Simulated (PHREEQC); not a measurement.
Solution (25 °C): 0.14 mol/kgw MnSO4, 0.047 mol/kgw HCl and 0.00033 mol/kgw NaCl. Closed to the air; pH follows from the charge balance.

The numbers come from PHREEQC with the ion-association model, wateq4f.dat.

Question: The ionic strength comes out as 0.327 mol/kgw. What activity coefficients do SO4-2, Mn+2, Na+, Cl-, NaSO4- get?

Answer: SO4-2 0.24, Mn+2 0.28, Na+ 0.72, Cl- 0.67, NaSO4- 0.72.

Precipitation was switched off in this run.
